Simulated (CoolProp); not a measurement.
The fluid at 293.15 K and 1.38 MPa flows at 11 m/s in a round tube of 100 mm bore and 15 µm roughness, fully developed (64/Re and Nu = 3.66 if laminar; Colebrook and Gnielinski if turbulent). The same conditions are run with several fluids, on thermodynamics alone (safety and materials aside).

Computed with CoolProp (reference Helmholtz-energy equation of state of each fluid (methanol: de Reuck 1993; R245fa: Akasaka 2015; R141b: Lemmon 2006; n-pentane: Thol 2019)).

Question: Rank methanol, R245fa, R141b, n-pentane by Reynolds number, highest first.

Answer: n-pentane (3590000), R245fa (3500000), R141b (3130000), methanol (1480000)

```
fluid      Darcy friction factor  pressure drop (Pa/m)  heat-transfer coefficient (W/(m² K))  mass flow (kg/h)
---------  ---------------------  --------------------  ------------------------------------  ----------------
methanol                  0.0138                  6600                                 15300            246000
R245fa                    0.0133                 10900                                 14900            422000
R141b                     0.0134                 10100                                 12600            388000
n-pentane                 0.0133                  5060                                 15000            195000
```

Transport values come from each fluid's own correlations; those of R245fa, R141b, n-pentane are estimates that may be off by 10 % or more.
